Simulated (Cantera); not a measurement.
Input: 1 mol Si, 0.0022 mol H₂O, 18 mol N₂, held at 1325 K and 1 atm.

Equilibrium computed with Cantera from the NASA thermochemical tables; the gas is ideal and each condensed phase is pure. Candidate condensed phases: H₂O, Si, SiO₂, Si₂N₂O, Si₃N₄; 35 gas species. N₂ is the only nitrogen source here; it is nearly inert below about 1500 K, so the nitride shown seldom forms there in practice. Mutual solubility and eutectic melting of coexisting phases are not modelled. The numbers say what is thermodynamically allowed, not how fast it happens.

Base state: N₂ 1.000, H₂ 0.000127 (mole fractions); condensed: Si₂N₂O(s) + Si₃N₄(s).

**Question.** What changes in the equilibrium state with this change: H₂O from 0.0022 to 0.058 mol?

**Answer.** 
```json
[
 {"species": "N₂", "before": "1.000", "after": "0.997"},
 {"species": "H₂", "before": "0.000127", "after": "0.00333"},
 {"species": "Si₂N₂O(s), mol", "before": "0.00220", "after": "0.0580"},
 {"species": "Si₃N₄(s), mol", "before": "0.332", "after": "0.295"}
]
```
